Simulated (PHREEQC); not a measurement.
Synthetic water in mg/L, 25 °C, pH 5.97, pe -0.8:

```json
[
 {"constituent": "Na", "mg/L": "0.00564"},
 {"constituent": "K", "mg/L": "0.0196"},
 {"constituent": "Ca", "mg/L": "0.0158"},
 {"constituent": "Mg", "mg/L": "0.0118"},
 {"constituent": "Cl", "mg/L": "0.000572"},
 {"constituent": "S(6) as SO4", "mg/L": "0.0982"},
 {"constituent": "Alkalinity as HCO3", "mg/L": "0.0315"},
 {"constituent": "Fe(2)", "mg/L": "0.000496"},
 {"constituent": "Br", "mg/L": "0.000825"},
 {"constituent": "B", "mg/L": "2.84e-05"},
 {"constituent": "Mn(2)", "mg/L": "0.00212"},
 {"constituent": "Si as SiO2", "mg/L": "0.00055"}
]
```

Valence states are taken as typed.

Equilibrium calculation in PHREEQC: ion-association model, phreeqc.dat.

No solid was allowed to form.

Problem. Predict the ionic strength, charge-balance error.

Solution. ionic strength 5.62e-6 mol/kgw; charge-balance error 0.2 %.

Problem. In which forms is C present?

Solution. CO2 71 %, HCO3- 29 % of the C.
